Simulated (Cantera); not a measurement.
A closed system holds: 1 mol TiO₂, 0.28 mol Cl₂, 0.048 mol O₂, equilibrated at 977 °C and 0.100 bar.

Equilibrium computed with Cantera from the NASA thermochemical tables; the gas is ideal and each condensed phase is pure. Candidate condensed phases: Ti, TiCl₂, TiCl₃, TiCl₄, TiO, TiO₂, Ti₂O₃, Ti₃O₅, Ti₄O₇; 15 gas species. The numbers say what is thermodynamically allowed, not how fast it happens.

Base state: Cl₂ 0.832, O₂ 0.145, Cl 0.0225, TiCl₄ 0.000183, ClO 9.72e-5 (mole fractions); condensed: TiO₂(rutile).

Task: What changes in the equilibrium state with this change: temperature from 977 °C to 1377 °C?

Result: 
```json
[
 {"species": "Cl₂", "before": "0.832", "after": "0.531"},
 {"species": "Cl", "before": "0.0225", "after": "0.337"},
 {"species": "O₂", "before": "0.145", "after": "0.126"},
 {"species": "TiCl₄", "before": "0.000183", "after": "0.00492"},
 {"species": "TiOCl₂", "before": "4.91e-9", "after": "2.72e-5"},
 {"species": "O", "before": "8.33e-8", "after": "2.91e-5"},
 {"species": "ClO", "before": "9.72e-5", "after": "0.000782"},
 {"species": "TiO₂(rutile), mol", "before": "1.000", "after": "0.998"}
]
```
